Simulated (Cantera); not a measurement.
**Reactions in the system Cl-Li-O**

Standard-state values (1 bar) from the NASA 1993 polynomials, evaluated with Cantera. Values are per mole of reaction as written; species without (g) are pure solids or liquids, kept so even where they would boil at 1 bar.

6 Cl(g) + 3 Li2O ⇌ O3(g) + 6 LiCl(g)

| T (K) | ΔH° (kJ) | ΔS° (J/K) | ΔG° (kJ) | log10 K | condensed phases |
|---|---|---|---|---|---|
| 300 | 35.7 | 411.3 | -87.7 | 15.26 | Li2O(s) |
| 1975 | -330.0 | 126.2 | -579.2 | 15.32 | Li2O(l) |
| 2000 | -333.3 | 124.6 | -582.4 | 15.21 | Li2O(l) |
| 2025 | -336.5 | 122.9 | -585.5 | 15.10 | Li2O(l) |
| 2050 | -339.7 | 121.4 | -588.5 | 15.00 | Li2O(l) |
| 2075 | -342.9 | 119.8 | -591.5 | 14.89 | Li2O(l) |
